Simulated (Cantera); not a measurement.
A closed system holds: 1 mol CS₂, 0.022 mol SO₂, 5.1 mol H₂, 0.22 mol O₂, held at 2625 K and 7600 Pa.

These are equilibrium values from Cantera (NASA tables, ideal gas, pure condensed phases), not measurements of a reactor. Candidate condensed phases: C, C₆H₆, C₇H₈, C₈H₁₈, H₂O, H₂SO₄, S; 123 gas species. Kinetics and transport are ignored.

Base state: H₂ 0.600, H 0.119, CO 0.0648, CS 0.0626, S 0.0577, S₂ 0.0484, SH 0.0349, CS₂ 0.00649 (mole fractions); condensed: gas only.

Question: What changes in the equilibrium state with this change: 0.052 mol NH₃ added?

Answer: 
| species | before | after |
|---|---|---|
| H₂ | 0.600 | 0.600 |
| H | 0.119 | 0.119 |
| CO | 0.0648 | 0.0638 |
| N₂ | 0 | 0.00334 |
| CS | 0.0626 | 0.0615 |
| S₂ | 0.0484 | 0.0475 |
| S | 0.0577 | 0.0571 |
| SH | 0.0349 | 0.0346 |
| HCN | 0 | 0.000160 |
| HNC | 0 | 2.15e-5 |
| CS₂ | 0.00649 | 0.00632 |
| COS | 2.56e-5 | 2.50e-5 |

Question: What changes in the equilibrium state with this change: SO₂ from 0.022 to 0.93 mol?

Answer: 
```csv
species,before,after
H₂,0.600,0.441
CO,0.0648,0.114
H,0.119,0.102
H₂O,1.42e-6,0.0755
CS,0.0626,1.96e-6
SO,5.44e-7,0.0511
S₂,0.0484,0.0812
S,0.0577,0.0747
SH,0.0349,0.0388
SO₂,<1e-9,0.00835
CO₂,2.34e-8,0.00298
S₂O,2.56e-9,0.000312
```
